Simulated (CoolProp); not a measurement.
Propylene glycol at 483.66 K and 0.0105 MPa is throttled through a valve to 0.0055 MPa with no heat exchange. Each further row changes one setting.

Values from CoolProp's reference Helmholtz-energy equation of state, Eisenbach 2021.

```json
[
 {"case": "as stated", "temperature change (K)": "-0.1", "final density (kg/m³)": "[?]"},
 {"case": "outlet pressure 0.00165 MPa", "temperature change (K)": "-0.1", "final density (kg/m³)": "[?]"},
 {"case": "outlet pressure 0.00715 MPa", "temperature change (K)": "[?]", "final density (kg/m³)": "[?]"}
]
```

Question: Fill in the missing entries.

Answer: 
- as stated, final density (kg/m³): 0.104
- outlet pressure 0.00165 MPa, final density (kg/m³): 0.0312
- outlet pressure 0.00715 MPa, temperature change (K): -0.0
- outlet pressure 0.00715 MPa, final density (kg/m³): 0.135
